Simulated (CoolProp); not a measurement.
Properties of oxygen along the isobar 683 kPa.

Values from CoolProp's reference Helmholtz-energy equation of state, Schmidt 1985. Above 300 K oxygen's equation is extrapolated.

| T (K) | phase | Z | speed of sound (m/s) |
|---|---|---|---|
| 125.4 | gas | 0.9102 | 203.2 |
| 141.7 | gas | ? | 219.7 |
| 158 | gas | ? | 234.5 |
| 174.3 | gas | ? | ? |
| 190.6 | gas | 0.9760 | 260.5 |
| 207 | gas | 0.9817 | 272.4 |
| 223.3 | gas | 0.9859 | 283.5 |
| 239.6 | gas | 0.9891 | 294.1 |
| 255.9 | gas | 0.9915 | ? |
| 272.2 | gas | 0.9934 | 314.0 |
| 288.5 | gas | 0.9949 | 323.4 |
| 304.8 | gas | 0.9961 | 332.5 |
| 321.1 | gas | 0.9971 | 341.2 |
| 337.4 | gas | 0.9979 | 349.6 |
| 353.8 | gas | 0.9986 | 357.8 |

Fill in the missing entries.


- 141.7, Z: 0.9389
- 158, Z: 0.9565
- 174.3, Z: 0.9680
- 174.3, speed of sound (m/s): 248.0
- 255.9, speed of sound (m/s): 304.3
